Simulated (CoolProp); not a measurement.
R507A along the isotherm 391.5 K: fugacity coefficient from the reference equation and from simpler models built on Tc = 343.8 K, pc = 37.05 bar, ω = 0.286; each cubic takes its own stable root.

Computed with CoolProp (reference Helmholtz-energy equation of state, Lemmon 2003). It is a pseudo-pure fit of the blend.

| p (bar) | phase | reference |
|---|---|---|
| 6.17 | gas | 0.9623 |
| 12.3 | gas | 0.9256 |
| 18.5 | gas | 0.8893 |
| 24.7 | gas | 0.8539 |
| 30.9 | gas | 0.8192 |
| 37 | gas | 0.7858 |
| 43.2 | supercritical | 0.7527 |
| 49.4 | supercritical | 0.7203 |
| 55.6 | supercritical | 0.6890 |

### Question
How far does each simpler model (van der Waals, Redlich-Kwong, Peng-Robinson) lie from the reference over these 9 states: mean and median of the absolute difference, and the worst?

### Answer
- van der Waals: mean 0.5 %, median 0.4 %, worst -1.1 % at 391.5 K and 55.6 bar
- Redlich-Kwong: mean 0.6 %, median 0.5 %, worst -1.3 % at 391.5 K and 55.6 bar
- Peng-Robinson: mean 1.1 %, median 1.2 %, worst -1.4 % at 391.5 K and 49.4 bar
